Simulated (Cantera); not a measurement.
Charge: 1 mol Si, 0.84 mol NF3, 2.2 mol HCl, held at 7.10 Pa.

These are equilibrium values from Cantera (NASA tables, ideal gas, pure condensed phases), not measurements of a reactor. Candidate condensed phases: NH4Cl, Si, Si3N4; 49 gas species. The tables' values for SiCl3, SiF3, SiF2 are old estimates; treat these amounts as uncertain. Equilibrium is a limit: real reactors are often held back by kinetics, nucleation or transport.

log p: log10 of the partial pressure in bar; n: condensed amount in mol.

| T (K) | log p HCl | log p SiF4 | log p H2 | log p N2 | log p SiCl4 | log p SiCl2 | log p SiCl3 | log p SiF3 | n Si3N4(s) |
|---|---|---|---|---|---|---|---|---|---|
| 873 | -4.54 | -4.81 | -4.91 | -5.08 | -5.21 | -9.76 | -8.37 | -9.18 | 0.0391 |
| 923 | -4.53 | -4.82 | -4.93 | -5.09 | -5.23 | -8.85 | -7.84 | -8.57 | 0.0422 |
| 973 | -4.51 | -4.82 | -4.94 | -5.10 | -5.25 | -8.03 | -7.37 | -8.03 | 0.0448 |
| 1023 | -4.51 | -4.82 | -4.96 | -5.10 | -5.27 | -7.30 | -6.95 | -7.54 | 0.0466 |
| 1073 | -4.50 | -4.82 | -4.97 | -5.10 | -5.30 | -6.65 | -6.57 | -7.10 | 0.0465 |
| 1123 | -4.50 | -4.83 | -4.98 | -5.09 | -5.36 | -6.07 | -6.26 | -6.71 | … |
| 1173 | -4.52 | -4.84 | -4.99 | -5.07 | -5.49 | -5.59 | -6.04 | -6.36 | … |
| 1223 | -4.54 | -4.87 | -4.99 | -5.03 | -5.76 | -5.28 | -5.97 | -6.07 | … |

Problem. Complete the blanks.

Solution. 
- 1123, n Si3N4(s): 0.0416
- 1173, n Si3N4(s): 0.0258
- 1223, n Si3N4(s): 0
